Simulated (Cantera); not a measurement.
Cantera run, input and output.

```python
import numpy as np
import cantera as ct

gas = ct.Solution("gri30.yaml")
gas.TPX = 425, 1000000, {'CH4': 1, 'O2': 1.67, 'N2': 11.7}
inlet = ct.Reservoir(gas, clone=True)
gas.equilibrate("HP")  # start burning
reactor = ct.IdealGasConstPressureReactor(gas, energy="on", clone=False)
exhaust = ct.Reservoir(gas, clone=True)
tau = [0.08, 0.034, 0.014, 0.006, 0.0026, 0.0011, 0.00046, 0.00019, 8.2e-05, 3.5e-05, 1.5e-05, 6.2e-06][0]
for a, b in ((inlet, reactor), (reactor, exhaust)):
    ct.MassFlowController(a, b, mdot=lambda t: reactor.mass / tau)
net = ct.ReactorNet([reactor])
show = ['CH4', 'O2', 'NO', 'CH3', 'HCO']

rows = []
print(f"{'tau/s':>10s}{'T/K':>9s}" + "".join(f"{s:>11s}" for s in show))
for tau in [0.08, 0.034, 0.014, 0.006, 0.0026, 0.0011, 0.00046, 0.00019, 8.2e-05, 3.5e-05, 1.5e-05, 6.2e-06]:
    net.initial_time = 0.0
    net.advance(30 * tau)
    before = gas.X
    net.advance(40 * tau)
    drift = np.max(np.abs(gas.X - before) / (gas.X + 1e-9))
    rows.append([gas.T, *gas[show].X, drift])
    print(f"{tau:10.3e}{gas.T:9.1f}" + "".join(f"{x:11.3e}" for x in gas[show].X))
```

Result:

```
     tau/s      T/K        CH4         O2         NO        CH3        HCO
 8.000e-02   1661.5  3.196e-03  1.354e-03  2.018e-07  4.507e-05  5.552e-09
 3.400e-02   1649.1  3.406e-03  2.348e-03  1.857e-07  6.107e-05  1.162e-08
 1.400e-02   1626.2  3.718e-03  4.129e-03  1.662e-07  8.166e-05  2.759e-08
 6.000e-03   1581.4  4.520e-03  7.698e-03  1.220e-07  1.037e-04  7.117e-08
 2.600e-03    425.0  6.959e-02  1.162e-01  3.066e-26  5.331e-24 -5.420e-37
 1.100e-03    425.0  6.959e-02  1.162e-01  3.963e-29  2.047e-24 -9.911e-39
 4.600e-04    425.0  6.959e-02  1.162e-01  2.504e-30  9.298e-25 -1.002e-39
 1.900e-04    425.0  6.959e-02  1.162e-01  1.581e-31  3.894e-25  8.683e-43
 8.200e-05    425.0  6.959e-02  1.162e-01  9.989e-33  1.673e-25  5.533e-44
 3.500e-05    425.0  6.959e-02  1.162e-01  6.310e-34  7.147e-26  3.495e-45
 1.500e-05    425.0  6.959e-02  1.162e-01  3.986e-35  3.062e-26  2.208e-46
 6.200e-06    425.0  6.959e-02  1.162e-01  2.518e-36  1.272e-26  1.394e-47
```

Computed with Cantera and GRI-Mech 3.0 (53 species, 325 reactions).
